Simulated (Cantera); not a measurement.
A perfectly stirred reactor is fed with CH₄ : H₂ : O₂ = 0.027 : 1 : 0.016 (molar parts), equivalence ratio 35, at 39.0 Torr; it is held at 2525 K, and followed from long to short residence time.

Detailed kinetics in Cantera: GRI-Mech 3.0 (53 species, 325 reactions).

Task: What does this change do: pressure from 39.0 Torr to 100.0 Torr?

Result: 
```csv
quantity,before,after
x(CH₄) at τ = 4.50 s,1.38e-6,2.65e-6
x(H₂) at τ = 4.50 s,0.859,0.898
x(O₂) at τ = 4.50 s,4.44e-8,2.27e-8
x(C₂H₂) at τ = 4.50 s,4.27e-7,5.56e-7
x(OH) at τ = 4.50 s,0.000118,7.56e-5
x(CH₄) at τ = 60.0 ms,0.000194,0.000135
x(H₂) at τ = 60.0 ms,0.903,0.909
x(O₂) at τ = 60.0 ms,3.12e-6,1.32e-6
x(C₂H₂) at τ = 60.0 ms,0.00121,0.000649
x(OH) at τ = 60.0 ms,0.000114,8.68e-5
```
